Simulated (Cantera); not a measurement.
An adiabatic, constant-volume homogeneous reactor starts with CH3OH : O2 : N2 = 1 : 1.36 : 13.6 (molar parts), at 1375 K and 2780 Torr. Integrator tolerance rtol = 1e-08.

Detailed kinetics in Cantera: GRI-Mech 3.0 (53 species, 325 reactions). GRI-Mech 3.0 was tuned for natural gas; its chemistry of methanol as a main component is partial and can be far from experiment.

Task: What does this change do: constant pressure in place of constant volume?

Result: 
| quantity | before | after |
|---|---|---|
| time of steepest temperature rise | 0.338 ms | 0.364 ms |
| temperature at 3.00 s | 2498 K | 2291 K |
| equilibrium temperature | 2498 K | 2291 K |
| x(CH3OH) at 3.00 s | <1e-12 (gas-phase equilibrium <1e-12) | <1e-12 (gas-phase equilibrium <1e-12) |
| x(O2) at 3.00 s | 0.00142 (gas-phase equilibrium 0.00142) | 0.000422 (gas-phase equilibrium 0.000422) |
| x(C2H4) at 3.00 s | <1e-12 (gas-phase equilibrium <1e-12) | <1e-12 (gas-phase equilibrium <1e-12) |
| x(CH2) at 3.00 s | <1e-12 (gas-phase equilibrium <1e-12) | <1e-12 (gas-phase equilibrium <1e-12) |
| x(NO2) at 3.00 s | 3.74e-7 (gas-phase equilibrium 3.74e-7) | 6.86e-8 (gas-phase equilibrium 6.86e-8) |
| x(H) at 3.00 s | 0.000772 (gas-phase equilibrium 0.000772) | 0.000365 (gas-phase equilibrium 0.000365) |
| x(CO) at 3.00 s | 0.0161 (gas-phase equilibrium 0.0161) | 0.0131 (gas-phase equilibrium 0.0131) |

Task: What does this change do: initial temperature 1375 to 1175 K?

Result: 
```json
[
 {"quantity": "time of steepest temperature rise", "before": "0.338 ms", "after": "6.03 ms"},
 {"quantity": "temperature at 3.00 s", "before": "2498 K", "after": "2362 K"},
 {"quantity": "equilibrium temperature", "before": "2498 K", "after": "2362 K"},
 {"quantity": "x(CH3OH) at 3.00 s", "before": "<1e-12 (gas-phase equilibrium <1e-12)", "after": "<1e-12 (gas-phase equilibrium <1e-12)"},
 {"quantity": "x(O2) at 3.00 s", "before": "0.00142 (gas-phase equilibrium 0.00142)", "after": "0.000453 (gas-phase equilibrium 0.000453)"},
 {"quantity": "x(C2H4) at 3.00 s", "before": "<1e-12 (gas-phase equilibrium <1e-12)", "after": "<1e-12 (gas-phase equilibrium <1e-12)"},
 {"quantity": "x(CH2) at 3.00 s", "before": "<1e-12 (gas-phase equilibrium <1e-12)", "after": "<1e-12 (gas-phase equilibrium <1e-12)"},
 {"quantity": "x(NO2) at 3.00 s", "before": "3.74e-7 (gas-phase equilibrium 3.74e-7)", "after": "1.13e-7 (gas-phase equilibrium 1.13e-7)"},
 {"quantity": "x(H) at 3.00 s", "before": "0.000772 (gas-phase equilibrium 0.000772)", "after": "0.000360 (gas-phase equilibrium 0.000360)"},
 {"quantity": "x(CO) at 3.00 s", "before": "0.0161 (gas-phase equilibrium 0.0161)", "after": "0.0134 (gas-phase equilibrium 0.0134)"}
]
```
